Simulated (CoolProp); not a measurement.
Vapour-liquid equilibrium of CH2F2 (R32) (1) + isobutane (2) at 37.95 °C; x and y are mole fractions of (1).

Model: multi-fluid Helmholtz-energy mixture model, Tillner-Roth 1997 and Bücker 2006; pair parameters Bell 2016, in CoolProp.

```json
[
 {"x": "0.05", "bubble pressure (kPa)": "816.9", "y at the bubble point": "0.364", "dew pressure at overall composition x (kPa)": "531.8", "liquid density (mol/L)": "9.359"},
 {"x": "0.15", "bubble pressure (kPa)": "1319", "y at the bubble point": "0.598", "dew pressure at overall composition x (kPa)": "599.6", "liquid density (mol/L)": "9.716"},
 {"x": "0.25", "bubble pressure (kPa)": "1671", "y at the bubble point": "0.683", "dew pressure at overall composition x (kPa)": "685.7", "liquid density (mol/L)": "10.09"},
 {"x": "0.35", "bubble pressure (kPa)": "1904", "y at the bubble point": "0.727", "dew pressure at overall composition x (kPa)": "798.4", "liquid density (mol/L)": "10.50"},
 {"x": "0.45", "bubble pressure (kPa)": "2060", "y at the bubble point": "0.754", "dew pressure at overall composition x (kPa)": "952.1", "liquid density (mol/L)": "10.96"},
 {"x": "0.55", "bubble pressure (kPa)": "2172", "y at the bubble point": "0.777", "dew pressure at overall composition x (kPa)": "1174", "liquid density (mol/L)": "11.51"},
 {"x": "0.65", "bubble pressure (kPa)": "2263", "y at the bubble point": "0.800", "dew pressure at overall composition x (kPa)": "1516", "liquid density (mol/L)": "12.21"},
 {"x": "0.75", "bubble pressure (kPa)": "2341", "y at the bubble point": "0.829", "dew pressure at overall composition x (kPa)": "2036", "liquid density (mol/L)": "13.15"},
 {"x": "0.85", "bubble pressure (kPa)": "2398", "y at the bubble point": "0.871", "dew pressure at overall composition x (kPa)": "2376", "liquid density (mol/L)": "14.47"},
 {"x": "0.95", "bubble pressure (kPa)": "2400", "y at the bubble point": "0.943", "dew pressure at overall composition x (kPa)": "2396", "liquid density (mol/L)": "16.25"}
]
```

y crosses x between x = 0.85 and 0.95: the model has an azeotrope there.

Pair parameters are fitted to limited data, so mixtures are less certain than the pure fluids. With so large a gap from Raoult's law the liquid may split in two, which this calculation doesn't test in full.
